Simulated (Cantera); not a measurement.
A Cantera script and what it prints.

```python
import numpy as np
import cantera as ct

gas_names = [...]  # 115 gases of nasa_gas.yaml made of C, Ca, H, O
cond_names = """
    C(gr) C6H6(L) C7H8(L) C8H18(L),n-octa Ca(a) Ca(b) Ca(L) CaCO3(caL) CaO(s) CaO(L) CaO2H2(s) H2O(s)
    H2O(L)
""".split()


# ... load() reads the species with a 1 bar reference pressure and builds the phases ...
atoms = {
    'Ca(OH)2': {'Ca': 1, 'O': 2, 'H': 2},
    'CO2': {'C': 1, 'O': 2},
}
top_T = {'C(gr)': 4500}  # K; cautious upper limits of use, not melting points


# ... equilibrate(T, P, feed) seeds the gas with the atoms and calls Mixture.equilibrate('TP', solver="vcs", rtol=1e-11, max_steps=5000) ...
results = []
feed = {'Ca(OH)2': 1, 'CO2': 0.47}  # mol
P = 100000  # Pa
for T in [1023, 1173, 1323, 1473, 1623, 1773, 1923, 2073, 2223]:
    mix = equilibrate(T, P, feed)
    results.append((T, P, feed, dict(zip(mix.species_names, mix.species_moles))))

top = {s: max(r[3][s] / sum(r[3][g] for g in gas_names) for r in results) for s in gas_names}
cols = sorted((s for s in top if top[s] > 0.0001), key=lambda s: -top[s])[:6]
seen = [c for c in cond_names if any(r[3].get(c, 0) > 1e-12 for r in results)]
print("log10 of partial pressures in bar; condensed amounts in mol")
print(f"{'T/K':>10s}" + "".join(f"{s[:9]:>10s}" for s in cols + seen))
for T, P, feed, n in results:
    ng = sum(n[g] for g in gas_names)
    print(f"{T:10.4g}" + "".join(f"{np.log10(max(n[s] / ng * P / 1e5, 1e-99)):10.3f}" for s in cols)
          + "".join(f"{n.get(c, 0):10.4g}" for c in seen))
```

Output:

```
log10 of partial pressures in bar; condensed amounts in mol
       T/K       H2O       CO2        CO        O2        H2        OH CaCO3(caL    CaO(s)
      1023    -0.040    -1.060    -7.581    -6.725    -6.445    -7.780    0.3746    0.6254
      1173    -0.167    -0.495    -5.728    -5.616    -5.505    -6.505         0         1
      1323    -0.167    -0.495    -4.746    -4.735    -4.687    -5.463         0         1
      1473    -0.167    -0.495    -3.971    -4.028    -4.036    -4.632         0         1
      1623    -0.168    -0.496    -3.342    -3.449    -3.506    -3.953         0         1
      1773    -0.169    -0.498    -2.824    -2.967    -3.065    -3.390         0         1
      1923    -0.171    -0.502    -2.391    -2.562    -2.692    -2.915         0    0.9999
      2073    -0.175    -0.512    -2.026    -2.218    -2.374    -2.512         0    0.9998
      2223    -0.182    -0.529    -1.718    -1.927    -2.099    -2.166         0    0.9995
```

Equilibrium computed with Cantera from the NASA thermochemical tables; the gas is ideal and each condensed phase is pure. Mutual solubility and eutectic melting of coexisting phases are not modelled.
